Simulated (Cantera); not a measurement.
Feed: 1 mol MgO, 0.032 mol Br2, 0.14 mol H2, held at 0.0100 bar.

Equilibrium computed with Cantera from the NASA thermochemical tables; the gas is ideal and each condensed phase is pure. Candidate condensed phases: Br2, H2O, Mg, MgBr2, MgO, Mg(OH)2; 20 gas species. Kinetics and transport are ignored. All values below are at 925 K.

Base state: H2 0.628, HBr 0.365, H2O 0.00343, MgBr2 0.00343 (mole fractions); condensed: MgO(s).

Q: What changes in the equilibrium state with this change: Br2 from 0.032 to 0.24 mol?

A: 
```json
[
 {"species": "HBr", "before": "0.365", "after": "0.719"},
 {"species": "Br2", "before": "3.34e-8", "after": "0.256"},
 {"species": "Br", "before": "4.03e-6", "after": "0.0112"},
 {"species": "H2", "before": "0.628", "after": "3.18e-7"},
 {"species": "MgBr2", "before": "0.00343", "after": "0.00676"},
 {"species": "H2O", "before": "0.00343", "after": "0.00676"},
 {"species": "MgO(s), mol", "before": "0.999", "after": "0.997"}
]
```
